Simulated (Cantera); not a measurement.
An adiabatic, constant-volume homogeneous reactor starts with CO : H2 : O2 : N2 = 1 : 0.12 : 0.596 : 2.24 (molar parts), at 1325 K and 250000 Pa. Integrator tolerance rtol = 1e-08.

Computed with Cantera and GRI-Mech 3.0 (53 species, 325 reactions). The hydrogen kinetics of GRI-Mech 3.0 are dated; newer H2 mechanisms differ, most at raised pressure.

```json
[
 {"quantity": "time of steepest temperature rise", "before": "23.1 µs", "after": "30.8 µs"},
 {"quantity": "temperature at 0.300 s", "before": "2920 K", "after": "2753 K"},
 {"quantity": "equilibrium temperature", "before": "2920 K", "after": "2753 K"},
 {"quantity": "x(CO) at 0.300 s", "before": "0.0958 (gas-phase equilibrium 0.0958)", "after": "0.0540 (gas-phase equilibrium 0.0540)"},
 {"quantity": "x(H2) at 0.300 s", "before": "0.00184 (gas-phase equilibrium 0.00184)", "after": "0.00106 (gas-phase equilibrium 0.00106)"},
 {"quantity": "x(O2) at 0.300 s", "before": "0.0441 (gas-phase equilibrium 0.0441)", "after": "0.0264 (gas-phase equilibrium 0.0264)"},
 {"quantity": "x(OH) at 0.300 s", "before": "0.0101 (gas-phase equilibrium 0.0101)", "after": "0.00543 (gas-phase equilibrium 0.00543)"},
 {"quantity": "x(HO2) at 0.300 s", "before": "8.50e-6 (gas-phase equilibrium 8.50e-6)", "after": "3.69e-6 (gas-phase equilibrium 3.69e-6)"},
 {"quantity": "x(NO) at 0.300 s", "before": "0.0175 (gas-phase equilibrium 0.0175)", "after": "0.0117 (gas-phase equilibrium 0.0117)"}
]
```

Q: What was changed between the two runs?
A) CO 1 to 0.38 parts
B) constant pressure in place of constant volume
C) N2 2.24 to 3.5 parts
D) initial temperature 1325 to 1450 K

A: C, N2 2.24 to 3.5 parts
